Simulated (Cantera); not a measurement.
Cantera run:

```python
import numpy as np
import cantera as ct

gas_names = [...]  # 151 gases of nasa_gas.yaml made of C, H, N, O, Si
cond_names = """
    C(gr) C6H6(L) C7H8(L) C8H18(L),n-octa H2O(s) H2O(L) Si(cr) Si(L) SiC(b) SiO2(Lqz) SiO2(hqz) SiO2(L)
    Si2N2O(s) Si3N4(a)
""".split()


# ... load() reads the species with a 1 bar reference pressure and builds the phases ...
atoms = {
    'SiC': {'Si': 1, 'C': 1},
    'H2O': {'H': 2, 'O': 1},
    'N2': {'N': 2},
    'N2O': {'N': 2, 'O': 1},
}
top_T = {'C(gr)': 4500, 'SiC(b)': 3050, 'Si2N2O(s)': 2100, 'Si3N4(a)': 2400}  # K; cautious upper limits of use, not melting points


# ... equilibrate(T, P, feed) seeds the gas with the atoms and calls Mixture.equilibrate('TP', solver="vcs", rtol=1e-11, max_steps=5000) ...
results = []
feed = {'SiC': 1, 'H2O': 4.2, 'N2': 570, 'N2O': 0.25}  # mol
P = 4200  # Pa
for T in [1073, 1173, 1273, 1373, 1473, 1573, 1673, 1773, 1873, 1973, 2073, 2173]:
    mix = equilibrate(T, P, feed)
    results.append((T, P, feed, dict(zip(mix.species_names, mix.species_moles))))

top = {s: max(r[3][s] / sum(r[3][g] for g in gas_names) for r in results) for s in gas_names}
cols = sorted((s for s in top if top[s] > 0.0001), key=lambda s: -top[s])[:6]
seen = [c for c in cond_names if any(r[3].get(c, 0) > 1e-12 for r in results)]
print("log10 of partial pressures in bar; condensed amounts in mol")
print(f"{'T/K':>10s}" + "".join(f"{s[:9]:>10s}" for s in cols + seen))
for T, P, feed, n in results:
    ng = sum(n[g] for g in gas_names)
    print(f"{T:10.4g}" + "".join(f"{np.log10(max(n[s] / ng * P / 1e5, 1e-99)):10.3f}" for s in cols)
          + "".join(f"{n.get(c, 0):10.4g}" for c in seen))
```

Result:

```
log10 of partial pressures in bar; condensed amounts in mol
       T/K        N2        H2       H2O       SiO        CO         H SiO2(hqz)   SiO2(L)
      1073    -1.381    -3.654    -4.073   -15.916    -4.287    -9.680         1         0
      1173    -1.381    -3.661    -4.054   -13.663    -4.257    -8.759         1         0
      1273    -1.381    -3.666    -4.041   -11.767    -4.235    -7.980         1         0
      1373    -1.381    -3.671    -4.031   -10.153    -4.220    -7.313         1         0
      1473    -1.381    -3.674    -4.024    -8.762    -4.209    -6.735         1         0
      1573    -1.381    -3.677    -4.018    -7.552    -4.200    -6.229    0.9996         0
      1673    -1.381    -3.681    -4.013    -6.492    -4.194    -5.784    0.9956         0
      1773    -1.381    -3.689    -4.001    -5.580    -4.190    -5.390         0    0.9639
      1873    -1.381    -3.719    -3.955    -4.830    -4.194    -5.050         0     0.797
      1973    -1.381    -3.810    -3.848    -4.291    -4.218    -4.775         0    0.2953
      2073    -1.382    -3.877    -3.807    -4.140    -4.232    -4.518         0         0
      2173    -1.382    -3.890    -3.837    -4.140    -4.223    -4.261         0         0
```

Cantera equilibrium calculation (NASA polynomials, part measured and part estimated; ideal gas, pure solids and liquids). The tables hold silica as quartz up to 1696 K and as liquid above; real silica turns to tridymite and cristobalite and melts near 1996 K.
